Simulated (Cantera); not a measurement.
Input: 1 mol Al, 0.29 mol H2O, 170 mol H2, at 91.0 mbar.

These are equilibrium values from Cantera (NASA tables, ideal gas, pure condensed phases), not measurements of a reactor. Candidate condensed phases: Al, Al2O3, H2O; 19 gas species. Mutual solubility and eutectic melting of coexisting phases are not modelled. Rates play no part.

**Question.** At 1473 K, list the 5 most abundant gas species with their mole fractions, and the condensed phases.

**Answer.** H2 1.000, Al 9.23e-5, Al2O 5.91e-5, H 4.19e-5, AlH 3.74e-5. Condensed: Al(l) + Al2O3(s).
